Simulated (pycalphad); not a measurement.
**Effect of Si content in Mn-Si**

Computed with pycalphad from the COST 507 light-alloy database (1999), at 1 atm. The database dates from 1999; later assessments differ in places, in temperatures and in the compounds included. Amounts are mole fractions of atoms. Kinetics are ignored, which matters at the lower temperatures.

| alloy | liquidus (K) | first solid | solidus (K) | phases at 650 K |
|---|---|---|---|---|
| Mn-0.28Si (at.%) | (withheld) | BCC_A2 | (withheld) | CBCC_A12 1.00 |
| Mn-0.56Si (at.%) | 1516 | BCC_A2 | 1515 | CBCC_A12 1.00 |
| Mn-1.68Si (at.%) | 1510 | BCC_A2 | 1498 | CBCC_A12 1.00 |
| Mn-2.24Si (at.%) | 1506 | BCC_A2 | 1485 | CBCC_A12 1.00 |

**Question.** Some entries are withheld; supply them.

**Answer.** 
- Mn-0.28Si (at.%), liquidus (K): 1518
- Mn-0.28Si (at.%), solidus (K): 1517

BCC_A2 is bcc; CBCC_A12 is α-Mn.
